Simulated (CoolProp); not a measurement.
Saturated liquid density (kg/m³) of n-undecane: the reference equation beside estimates from Tc = 638.8 K, pc = 1990 kPa, ω = 0.539. Rackett uses Z = 0.29056 − 0.08775 ω.

The numbers come from the reference Helmholtz-energy equation of state, Aleksandrov 2011 in CoolProp. It is a short technical equation, of lower accuracy than the large ones.

| T (K) | reference | Rackett | van der Waals | Redlich-Kwong | Soave-Redlich-Kwong | Peng-Robinson |
|---|---|---|---|---|---|---|
| 348.8 | 697.8 | 744.0 | 373.9 | 553.3 | 585.4 | 658.2 |
| 380.2 | 673.5 | 717.5 | 362.3 | 533.6 | 569.2 | 640.9 |
| 411.6 | 648.5 | 689.6 | 349.8 | 511.9 | 550.7 | 621.1 |
| 443 | 622.3 | 660.1 | 336.2 | 488.1 | 529.3 | 598.0 |
| 474.4 | 594.3 | 628.4 | 321.4 | 461.6 | 504.5 | 571.0 |
| 505.8 | 563.9 | 594.0 | 304.9 | 431.9 | 475.2 | 538.6 |
| 537.2 | 529.6 | 555.6 | 286.1 | 398.1 | 440.0 | 499.2 |
| 568.7 | 489.0 | 510.7 | 263.8 | 358.1 | 396.3 | 449.3 |

Absolute difference from the reference over all 8 rows, mean and median: Rackett 5.7 and 5.9 %, van der Waals 46.1 and 46.0 %, Redlich-Kwong 22.7 and 21.9 %, Soave-Redlich-Kwong 16.0 and 15.6 %, Peng-Robinson 5.1 and 4.7 %.
